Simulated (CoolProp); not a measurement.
Vapour-liquid equilibrium of propylene (1) + R115 (2) at 0.677 MPa; x and y are mole fractions of (1).

The numbers come from the multi-fluid Helmholtz-energy mixture model, Lemmon 2013 and Lemmon 2016; pair parameters Bell 2016 in CoolProp.

| x | bubble temperature (K) | y at the bubble point | dew temperature at overall composition x (K) | liquid density (mol/L) |
|---|---|---|---|---|
| 0.05 | 285.5 | 0.093 | 286.4 | 8.820 |
| 0.125 | 282.8 | 0.214 | 284.8 | 9.073 |
| 0.2 | 280.6 | 0.313 | 283.1 | 9.325 |
| 0.275 | 278.8 | 0.395 | 281.4 | 9.581 |
| 0.35 | 277.4 | 0.464 | 279.8 | 9.843 |
| 0.425 | 276.4 | 0.523 | 278.2 | 10.11 |
| 0.5 | 275.6 | 0.574 | 276.8 | 10.40 |
| 0.575 | 275.2 | 0.622 | 275.6 | 10.70 |
| 0.65 | 274.9 | 0.668 | 275.0 | 11.02 |
| 0.725 | 274.9 | 0.716 | 274.9 | 11.36 |
| 0.8 | 275.1 | 0.770 | 275.3 | 11.73 |
| 0.875 | 275.7 | 0.836 | 276.2 | 12.12 |
| 0.95 | 276.9 | 0.923 | 277.3 | 12.52 |

y crosses x between x = 0.65 and 0.725: the model has an azeotrope there.

The pair parameters rest on a limited set of measurements; away from them the model extrapolates.
